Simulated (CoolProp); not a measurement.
Octamethylcyclotetrasiloxane (D4) at several states: density (kg/m³) from the reference equation and from simpler models built on Tc = 313.4 °C, pc = 1347 kPa, ω = 0.598; each cubic takes its own stable root.

Values from CoolProp's reference Helmholtz-energy equation of state, Thol 2015.

```json
[
 {"T (°C)": "164.75", "p (kPa)": "4350", "phase": "liquid", "reference": "798.7", "Redlich-Kwong": "693.3", "Soave-Redlich-Kwong": "737.7"},
 {"T (°C)": "331.05", "p (kPa)": "272", "phase": "gas", "reference": "___", "Redlich-Kwong": "17.19", "Soave-Redlich-Kwong": "___"},
 {"T (°C)": "137.25", "p (kPa)": "113", "phase": "liquid", "reference": "___", "Redlich-Kwong": "10.71", "Soave-Redlich-Kwong": "742.1"},
 {"T (°C)": "157.05", "p (kPa)": "633", "phase": "liquid", "reference": "___", "Redlich-Kwong": "659.8", "Soave-Redlich-Kwong": "722.3"}
]
```

Task: What belongs in the gaps?

Result: 
- 331.05, reference: 17.20
- 331.05, Soave-Redlich-Kwong: 17.15
- 137.25, reference: 817.2
- 157.05, reference: 793.5

At some of these states Redlich-Kwong gives the other phase, because its saturation line lies elsewhere.
